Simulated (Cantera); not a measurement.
A perfectly stirred reactor is fed with H2 : O2 : N2 = 1 : 0.725 : 2.72 (molar parts), equivalence ratio 0.69, at 5.00 bar; it is adiabatic with a 475 K inlet, and is followed from long to short residence time, starting on the burning branch (τ in s: 0.32, 0.13, 0.054, 0.022, 0.0092, 0.0038, 0.0016, 0.00064, 0.00026, 0.00011, 4.4e-05, 1.8e-05, 7.5e-06).

Model: the H2/O2 subset of GRI-Mech 3.0, which has no nitrogen chemistry, integrated in Cantera. The hydrogen kinetics of GRI-Mech 3.0 are dated; newer H2 mechanisms differ, most at raised pressure.

Q: What does this change do: pressure from 5.00 bar to 7.30 bar?

A: 
```
quantity                                                                          before                                   after
------------------------------------------------  --------------------------------------  --------------------------------------
blow-out, bracketed by the residence times tried  burning at 7.50 µs, the shortest tried  burning at 7.50 µs, the shortest tried
x(H2) at τ = 0.320 s                                                            0.000392                                0.000327
x(O2) at τ = 0.320 s                                                              0.0563                                  0.0564
x(O) at τ = 0.320 s                                                             0.000206                                0.000172
x(H2O) at τ = 0.320 s                                                              0.251                                   0.251
x(H2O2) at τ = 0.320 s                                                           3.91e-7                                 4.75e-7
x(H2) at τ = 1.60 ms                                                             0.00121                                0.000859
x(O2) at τ = 1.60 ms                                                              0.0561                                  0.0563
x(O) at τ = 1.60 ms                                                             0.000502                                0.000336
x(H2O) at τ = 1.60 ms                                                              0.249                                   0.250
x(H2O2) at τ = 1.60 ms                                                           5.58e-7                                 6.35e-7
```
